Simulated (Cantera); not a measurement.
A closed system holds: 1 mol Al(CH₃)₃, 94 mol NH₃, 6.5 mol H₂, equilibrated at 40.0 mbar.

Equilibrium computed with Cantera from the NASA thermochemical tables; the gas is ideal and each condensed phase is pure. Candidate condensed phases: Al, AlN, C, C₆H₆, C₇H₈, C₈H₁₈; 97 gas species. The feed counts by its element totals alone. Kinetics and transport are ignored.

x: gas mole fraction; n: condensed amount in mol.

```
T (K)   x H₂   x N₂         x H       x HCN        x Al  x C₂H₂ (acetylene)    n AlN(s)  n C(graphite)
-----  -----  -----  ----------  ----------  ----------  ------------------  ----------  -------------
1775   0.763  0.233     0.00126     0.00229     4.29e-5            0.000109       0.991           2.48
1825   0.762  0.233     0.00192     0.00291    0.000139            0.000164       0.970           2.33
1875   0.761  0.232     0.00286     0.00366    0.000423            0.000241       0.910           2.14
1925   0.758  0.232  (withheld)  (withheld)  (withheld)          (withheld)  (withheld)     (withheld)
1975   0.753  0.231  (withheld)  (withheld)  (withheld)          (withheld)  (withheld)     (withheld)
2025   0.748  0.230     0.00832     0.00675     0.00476            0.000677           0           1.29
2075   0.745  0.229      0.0115     0.00810     0.00477            0.000924           0          0.890
```

Fill in the missing entries.


- 1975, x H: 0.00594
- 1975, x HCN: 0.00557
- 1975, x Al: 0.00330
- 1975, x C₂H₂ (acetylene): 0.000489
- 1975, n AlN(s): 0.306
- 1975, n C(graphite): 1.63
- 1925, x H: 0.00416
- 1925, x HCN: 0.00454
- 1925, x Al: 0.00121
- 1925, x C₂H₂ (acetylene): 0.000347
- 1925, n AlN(s): 0.744
- 1925, n C(graphite): 1.91
